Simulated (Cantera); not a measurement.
## Thermodynamics of nitride etching, feed BN + H2O

Charge: 1 mol BN, a varied amount of H2O, equilibrated at 2075 K and 5.60 mbar.

These are equilibrium values from Cantera (NASA tables, ideal gas, pure condensed phases), not measurements of a reactor. Candidate condensed phases: B, BN, B2O3, B3O3H3, H2O; 39 gas species. The tables' values for BH2 are old estimates; treat these amounts as uncertain. Kinetics and transport are ignored.

From 0.61 mol H2O to 0.86 mol H2O the condensed part is BN(s). From 1.2 mol H2O to 23 mol H2O nothing is condensed. The main B-bearing gas is B2O2 at 0.61 mol H2O and HBO2 at 23 mol H2O.

```json
[
 {"n(H2O) (mol)": "0.61", "x H2O": "1.77e-5", "x H2": "0.393", "x N2": "0.233", "x HBO2": "0.000838", "x HBO": "0.133", "x B2O2": "0.110", "x BO": "0.102", "x B2O3": "0.00465", "x H": "0.0223", "x OH": "1.15e-7", "n BN(s)": "0.396"},
 {"n(H2O) (mol)": "0.86", "x H2O": "1.77e-5", "x H2": "0.393", "x N2": "0.233", "x HBO2": "0.000838", "x HBO": "0.133", "x B2O2": "0.110", "x BO": "0.102", "x B2O3": "0.00465", "x H": "0.0223", "x OH": "1.15e-7", "n BN(s)": "0.148"},
 {"n(H2O) (mol)": "1.2", "x H2O": "0.000593", "x H2": "0.448", "x N2": "0.216", "x HBO2": "0.0185", "x HBO": "0.0996", "x B2O2": "0.0541", "x BO": "0.0717", "x B2O3": "0.0674", "x H": "0.0238", "x OH": "3.60e-6", "n BN(s)": "0"},
 {"n(H2O) (mol)": "1.7", "x H2O": "0.0234", "x H2": "0.502", "x N2": "0.181", "x HBO2": "0.136", "x HBO": "0.0209", "x B2O2": "0.00212", "x BO": "0.0142", "x B2O3": "0.0931", "x H": "0.0252", "x OH": "0.000134", "n BN(s)": "0"},
 {"n(H2O) (mol)": "2.3", "x H2O": "0.136", "x H2": "0.431", "x N2": "0.149", "x HBO2": "0.211", "x HBO": "0.00479", "x B2O2": "0.000130", "x BO": "0.00351", "x B2O3": "0.0385", "x H": "0.0234", "x OH": "0.000840", "n BN(s)": "0"},
 {"n(H2O) (mol)": "3.2", "x H2O": "0.298", "x H2": "0.342", "x N2": "0.117", "x HBO2": "0.199", "x HBO": "0.00163", "x B2O2": "1.90e-5", "x BO": "0.00134", "x B2O3": "0.0156", "x H": "0.0208", "x OH": "0.00207", "n BN(s)": "0"},
 {"n(H2O) (mol)": "4.5", "x H2O": "0.453", "x H2": "0.262", "x N2": "0.0897", "x HBO2": "0.163", "x HBO": "0.000674", "x B2O2": "4.23e-6", "x BO": "0.000634", "x B2O3": "0.00687", "x H": "0.0182", "x OH": "0.00359", "n BN(s)": "0"},
 {"n(H2O) (mol)": "6.2", "x H2O": "0.574", "x H2": "0.202", "x N2": "0.0685", "x HBO2": "0.128", "x HBO": "0.000322", "x B2O2": "1.26e-6", "x BO": "0.000346", "x B2O3": "0.00336", "x H": "0.0160", "x OH": "0.00519", "n BN(s)": "0"},
 {"n(H2O) (mol)": "8.7", "x H2O": "0.675", "x H2": "0.152", "x N2": "0.0508", "x HBO2": "0.0970", "x HBO": "0.000156", "x B2O2": "3.91e-7", "x BO": "0.000193", "x B2O3": "0.00163", "x H": "0.0139", "x OH": "0.00703", "n BN(s)": "0"},
 {"n(H2O) (mol)": "12", "x H2O": "0.746", "x H2": "0.117", "x N2": "0.0378", "x HBO2": "0.0730", "x HBO": "8.16e-5", "x B2O2": "1.39e-7", "x BO": "0.000115", "x B2O3": "0.000835", "x H": "0.0122", "x OH": "0.00886", "n BN(s)": "0"},
 {"n(H2O) (mol)": "17", "x H2O": "0.802", "x H2": "0.0905", "x N2": "0.0272", "x HBO2": "0.0529", "x HBO": "4.26e-5", "x B2O2": "4.91e-8", "x BO": "6.83e-5", "x B2O3": "0.000409", "x H": "0.0107", "x OH": "0.0108", "n BN(s)": "0"},
 {"n(H2O) (mol)": "23", "x H2O": "0.835", "x H2": "0.0753", "x N2": "0.0203", "x HBO2": "0.0397", "x HBO": "2.55e-5", "x B2O2": "2.12e-8", "x BO": "4.49e-5", "x B2O3": "0.000221", "x H": "0.00977", "x OH": "0.0124", "n BN(s)": "0"}
]
```
x: gas mole fraction; n: condensed amount in mol.
